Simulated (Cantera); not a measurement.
An adiabatic, constant-pressure homogeneous reactor starts with C₃H₈ : O₂ : N₂ : CO₂ = 1 : 6.67 : 25.1 : 6.5 (molar parts), at 1725 K and 2.00 bar.

Model: GRI-Mech 3.0 (53 species, 325 reactions), integrated in Cantera. GRI-Mech 3.0 was tuned for natural gas; its chemistry of propane as a main component is partial and can be far from experiment.

Question: Predict: time of steepest temperature rise; temperature at 1.00 s; equilibrium temperature; x(O₂) at 1.00 s; x(CO₂) at 1.00 s.

Answer: 
| Property | Result |
|---|---|
| time of steepest temperature rise | 11.6 µs |
| temperature at 1.00 s | 2574 K |
| equilibrium temperature | 2574 K |
| x(O₂) at 1.00 s | 0.0493 (gas-phase equilibrium 0.0493) |
| x(CO₂) at 1.00 s | 0.197 (gas-phase equilibrium 0.197) |
